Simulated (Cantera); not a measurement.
Input (Python, Cantera) and output of one run.

```python
import numpy as np
import cantera as ct

gas_names = """
    O2 CL2
""".split()
cond_names = """
    Sr(L) SrCL2(L) SrO(s)
""".split()


# ... load() reads the species with a 1 bar reference pressure and builds the phases ...
species = {s.name: s for s in load("nasa_gas.yaml", gas_names) + load("nasa_condensed.yaml", cond_names)}
T = 1875
g = {n: (s.thermo.h(T) - T * s.thermo.s(T)) / (ct.gas_constant * T * np.log(10)) for n, s in species.items()}
valid = cond_names  # the entries whose range holds T


def stable(la, lb):
    # potentials (over RT ln 10) of the two non-metals from log10 p(O2) and log10 p(CL2) in bar
    mu = {}
    mu["O"] = (g["O2"] + la) / 2
    mu["Cl"] = (g["CL2"] + lb) / 2
    cost = {}
    for n in valid:
        c = species[n].composition
        cost[n] = (g[n] - sum(c.get(e, 0) * m for e, m in mu.items())) / c["Sr"]
    return min(cost, key=cost.get)


results = []
for lb in [0, -1.1, -2.3, -3.4, -4.6, -5.7, -6.9, -8, -9.1, -10.3, -11.4, -12.6, -13.7, -14.9, -16]:
    row = [stable(la, lb) for la in [-15, -13.8, -12.7, -11.5, -10.4, -9.2, -8.1, -6.9, -5.8, -4.6, -3.5, -2.3, -1.2, 0]]
    results.append(row)
    print(f"{lb:6.1f}  " + " ".join(f"{valid.index(n):x}" for n in row))
print("key: " + ", ".join(f"{i:x} {n}" for i, n in enumerate(valid)))
```

Result:

```
   0.0  1 1 1 1 1 1 1 1 1 1 1 1 1 1
  -1.1  1 1 1 1 1 1 1 1 1 1 1 1 1 1
  -2.3  1 1 1 1 1 1 1 1 1 1 1 1 1 1
  -3.4  1 1 1 1 1 1 1 1 1 1 1 1 1 1
  -4.6  1 1 1 1 1 1 1 1 1 1 1 1 1 1
  -5.7  1 1 1 1 1 1 1 1 1 1 1 1 2 2
  -6.9  1 1 1 1 1 1 1 1 1 1 2 2 2 2
  -8.0  1 1 1 1 1 1 1 1 2 2 2 2 2 2
  -9.1  1 1 1 1 1 1 2 2 2 2 2 2 2 2
 -10.3  1 1 1 1 2 2 2 2 2 2 2 2 2 2
 -11.4  1 1 2 2 2 2 2 2 2 2 2 2 2 2
 -12.6  2 2 2 2 2 2 2 2 2 2 2 2 2 2
 -13.7  2 2 2 2 2 2 2 2 2 2 2 2 2 2
 -14.9  2 2 2 2 2 2 2 2 2 2 2 2 2 2
 -16.0  2 2 2 2 2 2 2 2 2 2 2 2 2 2
key: 0 Sr(L), 1 SrCL2(L), 2 SrO(s)
```

Cantera with NASA thermochemical tables; ideal gases at 1 bar, condensed phases pure. Not in the tables: the peroxide, oxide halides.
